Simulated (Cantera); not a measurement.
A freely propagating, adiabatic, planar premixed flame of H₂ : O₂ : N₂ = 1 : 0.633 : 2.38 (molar parts), equivalence ratio 0.79, unburnt at 625 K and 4950 Torr; mixture-averaged transport, grid criteria slope 0.08 and curve 0.16, no radiation.

Detailed kinetics in Cantera: the H2/O2 subset of GRI-Mech 3.0, which has no nitrogen chemistry. The hydrogen kinetics of GRI-Mech 3.0 are dated; newer H2 mechanisms differ, most at raised pressure. Burning velocities carry a grid error of a few per cent, more on coarse grids.

Question: How do the results move with these cheaper or finer settings: unity-Lewis-number transport; multicomponent transport; multicomponent+Soret transport; grid criteria slope 0.5, curve 1; grid criteria slope 0.25, curve 0.5; grid criteria slope 0.03, curve 0.06?

Answer: 
```
setting                               laminar burning velocity  thermal thickness  peak x(H₂O₂)  peak x(H)  grid points
------------------------------------  ------------------------  -----------------  ------------  ---------  -----------
as above                                              502 cm/s          0.0418 mm      0.000103     0.0156          113
unity-Lewis-number transport                          463 cm/s          0.0335 mm       5.27e-5     0.0247          105
multicomponent transport                              498 cm/s          0.0413 mm      0.000103     0.0156          113
multicomponent+Soret transport                        453 cm/s          0.0413 mm      0.000110     0.0143          114
grid criteria slope 0.5, curve 1                      587 cm/s          0.0492 mm       8.37e-5     0.0161           41
grid criteria slope 0.25, curve 0.5                   529 cm/s          0.0443 mm       9.85e-5     0.0161           53
grid criteria slope 0.03, curve 0.06                  497 cm/s          0.0412 mm      0.000103     0.0157          237
```
Unity Lewis numbers drop preferential diffusion, which matters most where H2 and H carry the flame; Soret adds thermal diffusion.
